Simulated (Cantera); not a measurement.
An adiabatic, constant-pressure homogeneous reactor starts with CH4 : CO : O2 : N2 = 1 : 0.28 : 1.78 : 6.71 (molar parts), at 1650 K and 2.90 bar. Integrator tolerance rtol = 1e-08.

Computed with Cantera and GRI-Mech 3.0 (53 species, 325 reactions).

**Question.** What does this change do: pressure from 2.90 bar to 1.00 bar?

**Answer.** 
```json
[
 {"quantity": "time of steepest temperature rise", "before": "0.145 ms", "after": "0.336 ms"},
 {"quantity": "temperature at 0.200 s", "before": "2893 K", "after": "2809 K"},
 {"quantity": "equilibrium temperature", "before": "2893 K", "after": "2809 K"},
 {"quantity": "x(CH4) at 0.200 s", "before": "<1e-12 (gas-phase equilibrium <1e-12)", "after": "<1e-12 (gas-phase equilibrium <1e-12)"},
 {"quantity": "x(CO) at 0.200 s", "before": "0.0726 (gas-phase equilibrium 0.0726)", "after": "0.0747 (gas-phase equilibrium 0.0747)"},
 {"quantity": "x(O2) at 0.200 s", "before": "0.00860 (gas-phase equilibrium 0.00860)", "after": "0.0107 (gas-phase equilibrium 0.0107)"},
 {"quantity": "x(CH2CO) at 0.200 s", "before": "<1e-12 (gas-phase equilibrium <1e-12)", "after": "<1e-12 (gas-phase equilibrium <1e-12)"},
 {"quantity": "x(CH3) at 0.200 s", "before": "<1e-12 (gas-phase equilibrium <1e-12)", "after": "<1e-12 (gas-phase equilibrium <1e-12)"}
]
```
